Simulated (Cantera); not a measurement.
What does this Cantera script print?

```python
import numpy as np
import cantera as ct

gas = ct.Solution("gri30.yaml")


def delay(T, t_max=10):
    gas.TPX = T, 500000, {'CH4': 1, 'O2': 1.11, 'N2': 6.44}
    reactor = ct.IdealGasReactor(gas, clone=False)
    net = ct.ReactorNet([reactor])
    net.rtol, net.atol = 1e-8, 1e-16
    while net.time < t_max:
        t_old, T_old = net.time, reactor.T
        net.step()
        if reactor.T > T + 400:  # ignition: a rise of 400 K
            return t_old + (T + 400 - T_old) / (reactor.T - T_old) * (net.time - t_old)
    return np.nan


taus = []
for T in [1250, 1325, 1400, 1475, 1550, 1625, 1700, 1775, 1850]:
    taus.append(delay(T))
    print(f"T0 = {T:6g} K   tau = {taus[-1]:.4e} s")
```

It prints:

```
T0 =   1250 K   tau = 1.0339e-02 s
T0 =   1325 K   tau = 4.2024e-03 s
T0 =   1400 K   tau = 1.7886e-03 s
T0 =   1475 K   tau = 7.9079e-04 s
T0 =   1550 K   tau = 3.6350e-04 s
T0 =   1625 K   tau = 1.7505e-04 s
T0 =   1700 K   tau = 8.9193e-05 s
T0 =   1775 K   tau = 4.8419e-05 s
T0 =   1850 K   tau = 2.8041e-05 s
```

Computed with Cantera and GRI-Mech 3.0 (53 species, 325 reactions).
